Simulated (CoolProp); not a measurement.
A Linde-Hampson liquefier for ethane: isothermal reversible compression at 320 K from 1 atm to 15 MPa, throttling to 1 atm, return gas leaving the recuperator 5 K below the feed. Each further row changes one setting.

Values from CoolProp's reference Helmholtz-energy equation of state, Bücker 2006.

```csv
case,liquid yield per pass,compression work (kJ/kg of gas)
as stated,0.450,353
high pressure 30 MPa,0.460,390
warm-end temperature 350 K,0.351,414
warm-end gap 10 K,0.443,353
```
